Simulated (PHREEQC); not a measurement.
0.07 g of hydrous ferric oxide (600 m²/g; 0.2 weak and 0.005 strong sites per Fe, Dzombak-Morel constants, diffuse double layer) in 1 kg of water with 0.05 mol/kgw of an inert sodium salt, at 25 °C; the pH is set by adding NaOH or the inert anion's acid. Oxygen alone is held at its pressure in air (log pO2 = -0.68). No CO2 enters from the air. Precipitation was switched off in this run.

All values are PHREEQC results (ion-association model, wateq4f.dat), not measurements.

| pH | surface charge σ (C/m²) | surface potential ψ (mV) |
|---|---|---|
| 4 | 0.294 | 160 |
| 4.67 | ? | ? |
| 5.33 | 0.146 | ? |
| 6 | 0.089 | 99 |
| 6.67 | ? | ? |
| 7.33 | 0.022 | 40 |
| 8 | 0.003 | ? |
| 8.67 | -0.015 | -29 |
| 9.33 | -0.039 | -61 |
| 10 | -0.074 | -90 |
| 10.67 | -0.126 | -116 |
| 11.33 | -0.196 | -138 |
| 12 | -0.281 | -152 |

**Question.** Complete the blanks.

**Answer.** 
- 4.67, surface charge σ (C/m²): 0.218
- 4.67, surface potential ψ (mV): 145
- 5.33, surface potential ψ (mV): 124
- 6.67, surface charge σ (C/m²): 0.049
- 6.67, surface potential ψ (mV): 71
- 8, surface potential ψ (mV): 6
